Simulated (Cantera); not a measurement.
An adiabatic, constant-volume homogeneous reactor starts with CO : H₂ : O₂ : N₂ = 1 : 0.036 : 0.893 : 3.36 (molar parts), at 1800 K and 8.30 bar. Integrator tolerance rtol = 1e-08.

Computed with Cantera and GRI-Mech 3.0 (53 species, 325 reactions). The hydrogen kinetics of GRI-Mech 3.0 are dated; newer H2 mechanisms differ, most at raised pressure. Above 3000 K some thermodynamic fits are extrapolated.

### Question
What does this change do: pressure from 8.30 bar to 11.0 bar?

### Answer
```json
[
 {"quantity": "time of steepest temperature rise", "before": "7.52 µs", "after": "5.81 µs"},
 {"quantity": "temperature at 0.100 s", "before": "2989 K", "after": "3010 K"},
 {"quantity": "equilibrium temperature", "before": "2989 K", "after": "3010 K"},
 {"quantity": "x(CO) at 0.100 s", "before": "0.0485 (gas-phase equilibrium 0.0485)", "after": "0.0464 (gas-phase equilibrium 0.0464)"},
 {"quantity": "x(H₂) at 0.100 s", "before": "0.000192 (gas-phase equilibrium 0.000192)", "after": "0.000183 (gas-phase equilibrium 0.000183)"},
 {"quantity": "x(O₂) at 0.100 s", "before": "0.0816 (gas-phase equilibrium 0.0816)", "after": "0.0807 (gas-phase equilibrium 0.0807)"},
 {"quantity": "x(N₂O) at 0.100 s", "before": "5.07e-6 (gas-phase equilibrium 5.07e-6)", "after": "5.98e-6 (gas-phase equilibrium 5.98e-6)"},
 {"quantity": "x(O) at 0.100 s", "before": "0.00874 (gas-phase equilibrium 0.00874)", "after": "0.00810 (gas-phase equilibrium 0.00810)"}
]
```
